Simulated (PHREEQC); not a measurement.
# Reverse-osmosis reject: an equilibrium model

Model water analysis in mg/L, 20 °C, pH 7.12, pe 2.3: Na 264; K 38.4; Ca 334; Mg 44.4; Cl 554; S(6) as SO4 195; Alkalinity as HCO3 794; Br 0.336; Mn(2) 2.44; Fe(2) 20.5.

Cl is adjusted to close the charge balance.
Valence states are taken as typed.

The numbers come from PHREEQC with the ion-association model, phreeqc.dat.

```json
{
 "ionic_strength": "0.0422 mol/kgw",
 "specific_conductance": "2810 µS/cm"
}
```

```
species  molality  activity   log γ
-------  --------  --------  ------
Cl-        0.0166    0.0137  -0.083
HCO3-      0.0121    0.0101  -0.076
Na+        0.0114   0.00954  -0.078
Ca+2      0.00737   0.00366  -0.304
CO2       0.00184   0.00185   0.004
Mg+2      0.00160  0.000810  -0.295
SO4-2     0.00143  0.000697  -0.313
```

This is a speciation only: nothing precipitates in the calculation. Saturation is exceeded, for instance for Siderite, Rhodochrosite; the values hold only as long as no solid forms.
